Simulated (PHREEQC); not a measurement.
# Polishing slurry liquid: an equilibrium model

A solution holds 0.013 mmol/kgw K2CO3, 0.048 mmol/kgw Fe(NO3)3 and 0.1 mmol/kgw KH2PO4, at 25 °C. Closed to the air; pH follows from the charge balance.

Equilibrium calculation in PHREEQC: ion-association model, wateq4f.dat.

Precipitation was switched off in this run.

Q: What pH does the model give?

A: pH 4.24.

Q: In which forms is P present?

A: H2PO4- 97 %, FeH2PO4+2 1.7 %, H3PO4 0.8 % of the P.

The solution is supersaturated, for example in Strengite, Fe(OH)3(a), so a real one may precipitate; this is no full list. H3PO4, which wateq4f.dat lacks, is added to it with the constant of phreeqc.dat.
